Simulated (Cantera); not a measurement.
Mixture: 29.1 % H2, 18.2 % O2, 52.7 % N2, equivalence ratio 0.80, at 18000 Torr, adiabatic and at constant volume. Ignition delay is the time to a rise of 400 K.

Model: GRI-Mech 3.0 (53 species, 325 reactions), integrated in Cantera. The hydrogen kinetics of GRI-Mech 3.0 are dated; newer H2 mechanisms differ, most at raised pressure. The pressure lies above the range GRI-Mech 3.0 was tuned for (to about 10 atm).

Task: At T0 = 1550 K, what is the delay, and which 6 reactions control it most (d ln τ / d ln k, from doubling and halving each rate constant)?

Result: The delay is 0.509 µs.
| reaction | d ln τ / d ln k | faster rate |
|---|---|---|
| H + O2 <=> O + OH | -1.04 | shortens it |
| H + O2 + N2 <=> HO2 + N2 | 0.22 | lengthens it |
| H + O2 + M <=> HO2 + M | 0.22 | lengthens it |
| H2 + O <=> H + OH | -0.18 | shortens it |
| H2 + OH <=> H + H2O | -0.13 | shortens it |
| H + HO2 <=> H2 + O2 | -0.06 | shortens it |
